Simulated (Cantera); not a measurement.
A perfectly stirred reactor is fed with CH4 : H2O : H2 = 1 : 0.3 : 0.083 (molar parts), at 760 Torr; it is held at 1950 K, and followed from long to short residence time.

Cantera simulation using GRI-Mech 3.0 (53 species, 325 reactions); the numbers are that mechanism's predictions, not measurements. GRI-Mech 3.0 stops at C3 and has no aromatics, soot or wall deposition, so with more carbon than oxygen in the feed, carbon stays in small species such as C2H2 where larger ones or solid carbon would form.

One state of this run: x CH4 = 0.0885; x H2O = 0.108; x H2 = 0.609; x CH3 = 0.00227; x CH2O = 3.30e-6. x: mole fraction; the columns are a selection and need not sum to one.

**Question.** Which value of τ (s) does it belong to?
A. 0.84
B. 0.020
C. 0.24
D. 0.0056

**Answer.** D, 0.0056
